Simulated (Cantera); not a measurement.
What does this Cantera script print?

```python
import numpy as np
import cantera as ct

gas_names = """
    CL CLO CL2 H HCL HOCL HO2 H2 H2O H2O2 O OH O2 O3 Ti TiCL TiCL2 TiCL3 TiCL4 TiO TiOCL TiOCL2 TiO2
""".split()
cond_names = """
    H2O(s) H2O(L) Ti(a) Ti(b) Ti(L) TiCL2(s) TiCL3(s) TiCL4(L) TiO(a) TiO(b) TiO(L) TiO2(ru) TiO2(L)
    Ti2O3(a) Ti2O3(b) Ti2O3(L) Ti3O5(a) Ti3O5(b) Ti3O5(L) Ti4O7(s) Ti4O7(L)
""".split()


def load(file, names, dense=False):
    # The tables refer to 1 bar. Condensed volumes are neglected.
    table = {s.name: s for s in ct.Species.list_from_file(file)}
    out = []
    for n in names:
        d = dict(table[n].input_data)
        d["thermo"] = dict(d["thermo"], **{"reference-pressure": 1e5})
        if dense:
            d["equation-of-state"] = {"model": "constant-volume", "density": "1e6 g/cm^3"}
        out.append(ct.Species.from_dict(d))
    return out


gas = ct.Solution(thermo="ideal-gas", species=load("nasa_gas.yaml", gas_names))
cond = {s.name: ct.Solution(thermo="fixed-stoichiometry", species=[s], name=s.name)
        for s in load("nasa_condensed.yaml", cond_names, dense=True)}
atoms = {
    'TiCl4': {'Ti': 1, 'CL': 4},
    'O2': {'O': 2},
    'H2': {'H': 2},
}
top_T = {'TiCL2(s)': 1300, 'TiCL3(s)': 1000}  # K; cautious upper limits of use, not melting points


def equilibrate(T, P, feed):
    n = {}
    for name, mol in feed.items():
        for a, k in atoms[name].items():
            n[a] = n.get(a, 0.0) + k * mol
    gas.TPX = T, P, n
    mass = sum(n.values()) * gas.mean_molecular_weight
    gas.equilibrate("TP")
    valid = [c for c in cond.values() if c.min_temp <= T <= top_T.get(c.name, c.max_temp)]
    mix = ct.Mixture([(gas, mass / gas.mean_molecular_weight)] + [(c, 0.0) for c in valid])
    mix.T, mix.P = T, P
    mix.equilibrate("TP", solver="vcs", rtol=1e-11, max_steps=5000)
    return mix


results = []
feed = {'TiCl4': 1, 'O2': 3.2, 'H2': 22}  # mol
P = 133.322  # Pa
for T in [1175, 1275, 1375, 1475, 1575, 1675, 1775, 1875, 1975, 2075, 2175]:
    mix = equilibrate(T, P, feed)
    results.append((T, P, feed, dict(zip(mix.species_names, mix.species_moles))))
    x = sorted(zip(gas.X, gas.species_names), reverse=True)
    print(f"T = {T:g} K  P = {P:g} Pa  gas = {mix.phase_moles(0):.4g} mol")
    print("   x: " + "  ".join(f"{s} {v:.3e}" for v, s in x if v > 0.001))
    print("   condensed (mol): " + ("  ".join(f"{mix.phase(i).name} {mix.phase_moles(i):.4g}"
          for i in range(1, mix.n_phases) if mix.phase_moles(i) > 1e-12) or "none"))
```

Output:

```
T = 1175 K  P = 133.322 Pa  gas = 24 mol
   x: H2 6.500e-01  H2O 1.833e-01  HCL 1.667e-01
   condensed (mol): TiO2(ru) 1
T = 1275 K  P = 133.322 Pa  gas = 24 mol
   x: H2 6.500e-01  H2O 1.833e-01  HCL 1.667e-01
   condensed (mol): TiO2(ru) 1
T = 1375 K  P = 133.322 Pa  gas = 24 mol
   x: H2 6.499e-01  H2O 1.833e-01  HCL 1.666e-01
   condensed (mol): TiO2(ru) 1
T = 1475 K  P = 133.322 Pa  gas = 24 mol
   x: H2 6.498e-01  H2O 1.833e-01  HCL 1.666e-01
   condensed (mol): TiO2(ru) 1
T = 1575 K  P = 133.322 Pa  gas = 24.01 mol
   x: H2 6.493e-01  H2O 1.832e-01  HCL 1.664e-01
   condensed (mol): TiO2(ru) 1
T = 1675 K  P = 133.322 Pa  gas = 24.04 mol
   x: H2 6.480e-01  H2O 1.830e-01  HCL 1.659e-01  H 2.560e-03
   condensed (mol): TiO2(ru) 1
T = 1775 K  P = 133.322 Pa  gas = 24.09 mol
   x: H2 6.450e-01  H2O 1.825e-01  HCL 1.648e-01  H 6.366e-03  CL 1.250e-03
   condensed (mol): TiO2(ru) 1
T = 1875 K  P = 133.322 Pa  gas = 24.21 mol
   x: H2 6.387e-01  H2O 1.814e-01  HCL 1.624e-01  H 1.435e-02  CL 2.763e-03
   condensed (mol): TiO2(ru) 0.9996
T = 1975 K  P = 133.322 Pa  gas = 24.44 mol
   x: H2 6.251e-01  H2O 1.807e-01  HCL 1.580e-01  H 2.963e-02  CL 5.597e-03
   condensed (mol): TiO2(ru) 0.8511  Ti4O7(L) 0.03658
T = 2075 K  P = 133.322 Pa  gas = 24.87 mol
   x: H2 5.955e-01  H2O 1.847e-01  HCL 1.503e-01  H 5.630e-02  CL 1.049e-02  OH 1.993e-03
   condensed (mol): Ti4O7(L) 0.2469
T = 2175 K  P = 133.322 Pa  gas = 25.63 mol
   x: H2 5.609e-01  H2O 1.762e-01  HCL 1.381e-01  H 1.001e-01  CL 1.798e-02  OH 4.224e-03  TiO2 1.818e-03
   condensed (mol): Ti4O7(L) 0.2375
```

Cantera equilibrium calculation (NASA polynomials, part measured and part estimated; ideal gas, pure solids and liquids). Mutual solubility and eutectic melting of coexisting phases are not modelled. Condensed phases not in the tables: Magnéli phases beyond Ti4O7, TiOCl.
